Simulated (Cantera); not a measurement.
An adiabatic, constant-volume homogeneous reactor starts with 8.20 % CH4, 19.3 % O2, 72.5 % N2, at 1298 K and 0.622 atm.

Detailed kinetics in Cantera: GRI-Mech 3.0 (53 species, 325 reactions).

Question: Predict: time of steepest temperature rise; temperature at 0.600 s; equilibrium temperature; x(O2) at 0.600 s; x(O) at 0.600 s; x(N2O) at 0.600 s; x(CO) at 0.600 s.

Answer: 
```json
{
  "time_of_steepest_temperature_rise": "15.2 ms",
  "temperature at 0.600 s": "2753 K",
  "equilibrium_temperature": "2753 K",
  "x(O2) at 0.600 s": "0.0342 (gas-phase equilibrium 0.0342)",
  "x(O) at 0.600 s": "0.00711 (gas-phase equilibrium 0.00711)",
  "x(N2O) at 0.600 s": "8.07e-7 (gas-phase equilibrium 8.07e-7)",
  "x(CO) at 0.600 s": "0.0289 (gas-phase equilibrium 0.0289)"
}
```
